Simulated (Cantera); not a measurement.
An isothermal, constant-pressure homogeneous reactor starts with N₂O : H₂ : N₂ = 1 : 0.005 : 1.1 (molar parts), at 1100 K and 270 Torr.

Detailed kinetics in Cantera: GRI-Mech 3.0 (53 species, 325 reactions). GRI-Mech 3.0 was tuned for natural gas; its chemistry of N2O as a main component is partial and can be far from experiment. The mechanism lacks the step 2 NO + O2 → 2 NO2, which can matter for NO2 below about 1400 K. The temperature is held fixed by assumption; the heat of reaction is taken as removed at once.

x: mole fraction; the columns are a selection and need not sum to one.

| t (s) | x N₂O | x H₂ | x N₂ | x O | x HO₂ | x NO |
|---|---|---|---|---|---|---|
| 0.000200 | 0.475 | 0.00237 | 0.523 | 2.76e-7 | 5.05e-9 | 1.26e-7 |
| 0.000428 | 0.475 | 0.00237 | 0.523 | 2.79e-7 | 2.82e-8 | 3.21e-7 |
| 0.000918 | 0.475 | 0.00237 | 0.523 | 2.78e-7 | 1.31e-7 | 7.92e-7 |
| 0.00197 | 0.475 | 0.00233 | 0.523 | 2.79e-7 | 4.88e-7 | 1.96e-6 |
| 0.00421 | 0.475 | 0.00223 | 0.523 | 2.83e-7 | 1.18e-6 | 4.70e-6 |
| 0.00902 | 0.475 | 0.00197 | 0.523 | 2.90e-7 | 1.55e-6 | 1.00e-5 |
| 0.0193 | 0.474 | 0.00148 | 0.524 | 2.98e-7 | 1.44e-6 | 1.95e-5 |
| 0.0414 | 0.473 | 0.000855 | 0.524 | 3.08e-7 | 1.13e-6 | 3.70e-5 |
| 0.0887 | 0.472 | 0.000334 | 0.525 | 3.16e-7 | 6.68e-7 | 7.11e-5 |
| 0.190 | 0.470 | [?] | 0.527 | 3.18e-7 | [?] | [?] |
| 0.407 | 0.466 | 8.57e-6 | 0.529 | 3.14e-7 | 1.32e-7 | 0.000309 |
| 0.872 | 0.459 | [?] | 0.533 | 3.10e-7 | [?] | [?] |
| 1.87 | 0.444 | 1.07e-9 | 0.542 | 3.06e-7 | 3.75e-8 | 0.00145 |
| 4.00 | 0.413 | 9.68e-10 | 0.559 | 3.00e-7 | 1.91e-8 | 0.00300 |

### Question
Some entries are withheld; supply them.

### Answer

- 0.190, x H₂: 7.97e-5
- 0.190, x HO₂: 3.03e-7
- 0.190, x NO: 0.000143
- 0.872, x H₂: 9.76e-8
- 0.872, x HO₂: 6.97e-8
- 0.872, x NO: 0.000678
